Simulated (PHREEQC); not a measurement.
Solution (25 °C): 0.25 mol/kgw CuSO4 and 0.022 mol/kgw HCl. Closed to the air; pH follows from the charge balance.

Equilibrium calculation in PHREEQC: ion-association model, phreeqc.dat.

| quantity | before | after |
|---|---|---|
| pH | 2.29 | 4.40 |
| ionic strength (mol/kgw) | 0.482 | 0.465 |

**Question.** Which change was made?
(A) HCl left out
(B) CuSO4 left out
(C) CuSO4 from 0.25 to 0.375 mol/kgw
(D) diluted 100-fold with water

**Answer.** A, HCl left out

No solid was allowed to form.
